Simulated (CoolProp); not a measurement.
Saturated liquid density (kg/m³) of fluorine: the reference equation beside estimates from Tc = -128.7 °C, pc = 52.40 bar, ω = 0.045. Rackett uses Z = 0.29056 − 0.08775 ω.

Values from CoolProp's reference Helmholtz-energy equation of state, de Reuck 1990.

```json
[
 {"T (°C)": "-189.65", "reference": "1513", "Rackett": "1536", "Redlich-Kwong": "1530", "Soave-Redlich-Kwong": "1518", "Peng-Robinson": "1713"},
 {"T (°C)": "-186.65", "reference": "1491", "Rackett": "1515", "Redlich-Kwong": "1506", "Soave-Redlich-Kwong": "1495", "Peng-Robinson": "1688"},
 {"T (°C)": "-183.55", "reference": "1469", "Rackett": "1492", "Redlich-Kwong": "1479", "Soave-Redlich-Kwong": "1470", "Peng-Robinson": "1661"},
 {"T (°C)": "-180.55", "reference": "1447", "Rackett": "1470", "Redlich-Kwong": "1453", "Soave-Redlich-Kwong": "1445", "Peng-Robinson": "1634"},
 {"T (°C)": "-177.55", "reference": "1424", "Rackett": "1447", "Redlich-Kwong": "1426", "Soave-Redlich-Kwong": "1419", "Peng-Robinson": "1605"},
 {"T (°C)": "-174.55", "reference": "1401", "Rackett": "1423", "Redlich-Kwong": "1397", "Soave-Redlich-Kwong": "1392", "Peng-Robinson": "1575"},
 {"T (°C)": "-171.55", "reference": "1377", "Rackett": "1399", "Redlich-Kwong": "1367", "Soave-Redlich-Kwong": "1363", "Peng-Robinson": "1543"},
 {"T (°C)": "-168.45", "reference": "1351", "Rackett": "1373", "Redlich-Kwong": "1334", "Soave-Redlich-Kwong": "1332", "Peng-Robinson": "1508"},
 {"T (°C)": "-165.45", "reference": "1326", "Rackett": "1347", "Redlich-Kwong": "1302", "Soave-Redlich-Kwong": "1300", "Peng-Robinson": "1473"},
 {"T (°C)": "-162.45", "reference": "1299", "Rackett": "1320", "Redlich-Kwong": "1267", "Soave-Redlich-Kwong": "1267", "Peng-Robinson": "1436"},
 {"T (°C)": "-159.45", "reference": "1271", "Rackett": "1291", "Redlich-Kwong": "1231", "Soave-Redlich-Kwong": "1231", "Peng-Robinson": "1396"},
 {"T (°C)": "-156.45", "reference": "1242", "Rackett": "1262", "Redlich-Kwong": "1192", "Soave-Redlich-Kwong": "1194", "Peng-Robinson": "1353"}
]
```

Absolute difference from the reference over all 12 rows, mean and median: Rackett 1.6 and 1.6 %, Redlich-Kwong 1.4 and 1.1 %, Soave-Redlich-Kwong 1.3 and 0.8 %, Peng-Robinson 11.8 and 12.2 %.
